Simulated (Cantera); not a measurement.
**CHF3 + CH4 (fluorocarbon and chlorocarbon gases)**

Feed: 1 mol CHF3, 0.028 mol CH4, equilibrated at 1.00 bar.

These are equilibrium values from Cantera (NASA tables, ideal gas, pure condensed phases), not measurements of a reactor. Candidate condensed phases: C, C6H6, C7H8, C8H18; 95 gas species. The tables' values for C2F4 are old estimates; treat these amounts as uncertain. Gases not in the tables: C2F6 and larger saturated fluorocarbons. The numbers say what is thermodynamically allowed, not how fast it happens.

```json
[
 {"T (K)": "1198", "log p HF": "-0.15", "log p CF4": "-0.53", "log p CF2": "-7.09", "log p F": "-8.61", "log p CF3": "-6.89", "log p CF": "<-12", "n C(graphite)": "0.556"},
 {"T (K)": "1348", "log p HF": "-0.15", "log p CF4": "-0.53", "log p CF2": "-5.73", "log p F": "-7.08", "log p CF3": "-5.79", "log p CF": "-11.53", "n C(graphite)": "0.556"},
 {"T (K)": "1498", "log p HF": "-0.15", "log p CF4": "-0.53", "log p CF2": "-4.65", "log p F": "-5.85", "log p CF3": "-4.91", "log p CF": "-9.64", "n C(graphite)": "0.556"},
 {"T (K)": "1648", "log p HF": "-0.15", "log p CF4": "-0.53", "log p CF2": "-3.76", "log p F": "-4.85", "log p CF3": "-4.19", "log p CF": "-8.10", "n C(graphite)": "0.556"},
 {"T (K)": "1798", "log p HF": "-0.15", "log p CF4": "-0.53", "log p CF2": "-3.03", "log p F": "-4.01", "log p CF3": "-3.59", "log p CF": "-6.83", "n C(graphite)": "0.555"},
 {"T (K)": "1948", "log p HF": "-0.15", "log p CF4": "-0.53", "log p CF2": "-2.41", "log p F": "-3.30", "log p CF3": "-3.09", "log p CF": "-5.75", "n C(graphite)": "0.553"},
 {"T (K)": "2098", "log p HF": "-0.16", "log p CF4": "-0.54", "log p CF2": "-1.89", "log p F": "-2.70", "log p CF3": "-2.67", "log p CF": "-4.83", "n C(graphite)": "0.546"},
 {"T (K)": "2248", "log p HF": "-0.16", "log p CF4": "-0.57", "log p CF2": "-1.45", "log p F": "-2.18", "log p CF3": "-2.32", "log p CF": "-4.04", "n C(graphite)": "0.528"},
 {"T (K)": "2398", "log p HF": "-0.18", "log p CF4": "-0.64", "log p CF2": "-1.09", "log p F": "-1.73", "log p CF3": "-2.05", "log p CF": "-3.36", "n C(graphite)": "0.491"},
 {"T (K)": "2548", "log p HF": "-0.21", "log p CF4": "-0.78", "log p CF2": "-0.81", "log p F": "-1.36", "log p CF3": "-1.87", "log p CF": "-2.78", "n C(graphite)": "0.428"},
 {"T (K)": "2698", "log p HF": "-0.24", "log p CF4": "-1.04", "log p CF2": "-0.63", "log p F": "-1.06", "log p CF3": "-1.81", "log p CF": "-2.31", "n C(graphite)": "0.355"},
 {"T (K)": "2848", "log p HF": "-0.28", "log p CF4": "-1.45", "log p CF2": "-0.56", "log p F": "-0.84", "log p CF3": "-1.89", "log p CF": "-1.92", "n C(graphite)": "0.313"}
]
```
log p: log10 of the partial pressure in bar; n: condensed amount in mol.

From 1198 K to 2848 K the condensed part is C(graphite). The main C-bearing gas is CF4 at 1198 K and CF2 at 2848 K.
